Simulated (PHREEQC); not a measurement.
A solution holds 1.3 mol/kgw KOH, 0.0034 mol/kgw H3BO3 and 0.00087 mol/kgw Na2CO3, at 25 °C. Closed to the air; pH follows from the charge balance.

Model: ion-association model, phreeqc.dat, run in PHREEQC.

| Property | Result |
|---|---|
| pH | 13.88 |
| ionic strength | 1.30 mol/kgw |
| activity of water | 0.956 |
| density | 1.059 g/cm³ |
| total alkalinity | 1300 meq/kg |

| species | molality | activity | log γ |
|---|---|---|---|
| K+ | 1.30 | 0.762 | -0.232 |
| OH- | 1.30 | 0.726 | -0.252 |
| H2BO3- | 0.00340 | 0.00288 | -0.073 |
| Na+ | 0.00174 | 0.00131 | -0.123 |
| CO3-2 | 0.000866 | 0.000147 | -0.770 |
| NaCO3- | 4.23e-6 | 3.58e-6 | -0.073 |

This is a speciation only: nothing precipitates in the calculation. Caution: at this ionic strength the ion-association model is outside its range; a Pitzer model would be the better tool where its parameters exist. Species that the database lacks are ignored.
